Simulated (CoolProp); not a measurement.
Vapour pressure (kPa) of chloromethane (R40): the reference equation beside estimates from Tc = 145.5 °C, pc = 6929 kPa, ω = 0.150. Clausius-Clapeyron is anchored at -7.15 °C with a constant enthalpy of vaporisation of 20.73 kJ/mol.

The numbers come from the reference Helmholtz-energy equation of state, Thol 2014 in CoolProp.

```tsv
T (°C)	reference	Lee-Kesler	Clausius-Clapeyron	van der Waals	Soave-Redlich-Kwong	Peng-Robinson
-26.95	88.87	86.25	94.07	535.7	86.64	88.91
-7.15	199.9	195.7	199.9	831.6	195.9	198.1
12.75	397.6	392.2	383.8	1223	392.0	392.4
32.55	714.9	708.6	675.1	1718	709.2	705.1
52.35	1191	1183	1109	2325	1188	1176
72.25	1870	1859	1724	3059	1875	1854
92.05	2792	2774	2549	3919	2807	2777
111.85	4011	3983	3621	4914	4035	4001
131.75	5595	5568	4978	6056	5613	5591
```

Absolute difference from the reference over all 9 rows, mean and median: Lee-Kesler 1.2 and 0.7 %, Clausius-Clapeyron 6.6 and 6.9 %, van der Waals 155.2 and 95.2 %, Soave-Redlich-Kwong 1.0 and 0.6 %, Peng-Robinson 0.7 and 0.9 %.
